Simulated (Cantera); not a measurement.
An adiabatic, constant-volume homogeneous reactor starts with 15.0 % H2, 17.8 % O2, 67.2 % N2, equivalence ratio 0.42, at 1025 K and 5.00 bar.

Model: the H2/O2 subset of GRI-Mech 3.0, which has no nitrogen chemistry, integrated in Cantera. The hydrogen kinetics of GRI-Mech 3.0 are dated; newer H2 mechanisms differ, most at raised pressure.

x: mole fraction; the columns are a selection and need not sum to one.

| t (s) | T (K) | P (bar) | x H2 | x O2 | x O | x HO2 | x H | x H2O | x OH |
|---|---|---|---|---|---|---|---|---|---|
| 3.00e-6 | 1025 | 5.00 | 0.150 | 0.178 | 2.74e-11 | 1.25e-9 | 9.81e-11 | 2.38e-10 | 9.50e-12 |
| 6.83e-6 | 1025 | 5.00 | 0.150 | 0.178 | 3.03e-11 | (withheld) | 1.04e-10 | 7.19e-10 | 1.04e-11 |
| 1.55e-5 | 1025 | 5.00 | 0.150 | 0.178 | 3.10e-11 | 7.61e-9 | 1.07e-10 | 1.85e-9 | 1.06e-11 |
| 3.54e-5 | 1025 | 5.00 | 0.150 | 0.178 | 3.23e-11 | 1.78e-8 | 1.11e-10 | 4.52e-9 | 1.11e-11 |
| 8.05e-5 | 1025 | 5.00 | 0.150 | 0.178 | 3.56e-11 | 4.14e-8 | 1.22e-10 | 1.11e-8 | 1.23e-11 |
| 0.000183 | 1025 | 5.00 | 0.150 | 0.178 | 4.41e-11 | (withheld) | 1.51e-10 | (withheld) | 1.59e-11 |
| 0.000417 | 1025 | 5.00 | 0.150 | 0.178 | 7.02e-11 | 2.48e-7 | 2.41e-10 | 9.19e-8 | 2.86e-11 |
| 0.000949 | 1025 | 5.00 | 0.150 | 0.178 | 1.81e-10 | 7.83e-7 | 6.22e-10 | 4.50e-7 | 8.89e-11 |
| 0.00216 | 1025 | 5.00 | 0.150 | 0.178 | 1.12e-9 | 4.39e-6 | 3.84e-9 | 4.89e-6 | 6.63e-10 |
| 0.00491 | 1027 | 5.01 | 0.150 | 0.178 | 2.35e-8 | 3.33e-5 | 8.14e-8 | 0.000214 | 1.91e-8 |
| 0.0112 | 2341 | 10.6 | 0.000387 | 0.110 | 0.000645 | 1.29e-5 | 7.26e-5 | 0.159 | 0.00507 |
| 0.0255 | 2341 | 10.6 | 0.000387 | 0.110 | 0.000645 | 1.29e-5 | 7.26e-5 | 0.159 | 0.00507 |
| 0.0579 | 2341 | 10.6 | 0.000387 | 0.110 | 0.000645 | 1.29e-5 | 7.26e-5 | 0.159 | 0.00507 |
| 0.132 | 2341 | 10.6 | 0.000387 | 0.110 | 0.000645 | 1.29e-5 | 7.26e-5 | 0.159 | 0.00507 |
| 0.300 | 2341 | 10.6 | 0.000387 | 0.110 | 0.000645 | 1.29e-5 | 7.26e-5 | 0.159 | 0.00507 |

Q: Some entries are withheld; supply them.

A: 
- 6.83e-6, x HO2: 3.17e-9
- 0.000183, x HO2: 9.81e-8
- 0.000183, x H2O: 2.90e-8
